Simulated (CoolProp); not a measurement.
A single-stage vapour-compression cycle with cyclohexane: evaporating at 328.15 K (dew point), condensing at 373.15 K (bubble point), superheat 5 K, subcooling 5 K, compressor efficiency 0.65, no pressure losses. Each further row changes one setting.

The numbers come from the reference Helmholtz-energy equation of state, Zhou 2014 in CoolProp.

```
case                              cooling COP  pressure ratio  discharge temperature (K)  refrigerating effect (kJ/kg)  volumetric capacity (kJ/m³)
--------------------------------  -----------  --------------  -------------------------  ----------------------------  ---------------------------
as stated                                4.17            4.01                      381.2                           297                          400
evaporating temperature 333.15 K         4.86            3.36                      380.2                           304                          483
condensing temperature 368.15 K          4.80            3.51                      376.6                           308                          415
subcooling 10 K                          4.33            4.01                      381.2                           308                          415
superheat 15 K                           4.24            4.01                      391.0                           311                          407
compressor efficiency 0.55               3.53            4.01                      388.5                           297                          400
```
